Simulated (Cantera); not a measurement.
An adiabatic, constant-volume homogeneous reactor starts with CH4 : H2 : O2 : N2 : CO2 : C2H6 = 1 : 0.09 : 6.82 : 25.6 : 0.68 : 0.069 (molar parts), equivalence ratio 0.34, at 1375 K and 3.50 bar.

Detailed kinetics in Cantera: GRI-Mech 3.0 (53 species, 325 reactions).

Q: Predict: time of steepest temperature rise; temperature at 7.00 s; equilibrium temperature; x(H2) at 7.00 s; x(O2) at 7.00 s; x(H2O2) at 7.00 s; x(H) at 7.00 s.

A: 
```json
{
  "time_of_steepest_temperature_rise": "0.258 ms",
  "temperature at 7.00 s": "2230 K",
  "equilibrium_temperature": "2230 K",
  "x(H2) at 7.00 s": "0.000107 (gas-phase equilibrium 0.000107)",
  "x(O2) at 7.00 s": "0.126 (gas-phase equilibrium 0.126)",
  "x(H2O2) at 7.00 s": "2.05e-7 (gas-phase equilibrium 2.05e-7)",
  "x(H) at 7.00 s": "2.92e-5 (gas-phase equilibrium 2.92e-5)"
}
```
